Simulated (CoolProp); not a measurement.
Vapour-liquid equilibrium of dimethyl ether (1) + R227EA (2) at 31.8 kPa; x and y are mole fractions of (1).

Computed with CoolProp (multi-fluid Helmholtz-energy mixture model, Wu 2011 and Lemmon 2016; pair parameters Bell 2016).

```json
[
 {"x": "0.05", "bubble temperature, mixture model (K)": "233.8", "bubble temperature, Raoult's law (K)": "232.5", "y, mixture model": "0.015", "y, Raoult's law": "0.075"},
 {"x": "0.125", "bubble temperature, mixture model (K)": "235.1", "bubble temperature, Raoult's law (K)": "231.7", "y, mixture model": "0.059", "y, Raoult's law": "0.182"},
 {"x": "0.2", "bubble temperature, mixture model (K)": "236.3", "bubble temperature, Raoult's law (K)": "231.0", "y, mixture model": "0.135", "y, Raoult's law": "0.281"},
 {"x": "0.275", "bubble temperature, mixture model (K)": "237.0", "bubble temperature, Raoult's law (K)": "230.4", "y, mixture model": "0.247", "y, Raoult's law": "0.372"},
 {"x": "0.35", "bubble temperature, mixture model (K)": "237.0", "bubble temperature, Raoult's law (K)": "229.7", "y, mixture model": "0.383", "y, Raoult's law": "0.458"},
 {"x": "0.425", "bubble temperature, mixture model (K)": "236.3", "bubble temperature, Raoult's law (K)": "229.0", "y, mixture model": "0.526", "y, Raoult's law": "0.538"},
 {"x": "0.5", "bubble temperature, mixture model (K)": "235.0", "bubble temperature, Raoult's law (K)": "228.4", "y, mixture model": "0.655", "y, Raoult's law": "0.612"},
 {"x": "0.575", "bubble temperature, mixture model (K)": "233.3", "bubble temperature, Raoult's law (K)": "227.8", "y, mixture model": "0.761", "y, Raoult's law": "0.682"},
 {"x": "0.65", "bubble temperature, mixture model (K)": "231.5", "bubble temperature, Raoult's law (K)": "227.2", "y, mixture model": "0.841", "y, Raoult's law": "0.747"},
 {"x": "0.725", "bubble temperature, mixture model (K)": "229.7", "bubble temperature, Raoult's law (K)": "226.6", "y, mixture model": "0.898", "y, Raoult's law": "0.807"},
 {"x": "0.8", "bubble temperature, mixture model (K)": "228.1", "bubble temperature, Raoult's law (K)": "226.1", "y, mixture model": "0.939", "y, Raoult's law": "0.864"},
 {"x": "0.875", "bubble temperature, mixture model (K)": "226.7", "bubble temperature, Raoult's law (K)": "225.5", "y, mixture model": "0.968", "y, Raoult's law": "0.918"},
 {"x": "0.95", "bubble temperature, mixture model (K)": "225.4", "bubble temperature, Raoult's law (K)": "225.0", "y, mixture model": "0.989", "y, Raoult's law": "0.968"}
]
```

The largest gap from Raoult's law is +7.3 K in bubble temperature, at x = 0.35. y crosses x between x = 0.275 and 0.35: the model has an azeotrope there.

Pair parameters are fitted to limited data, so mixtures are less certain than the pure fluids.
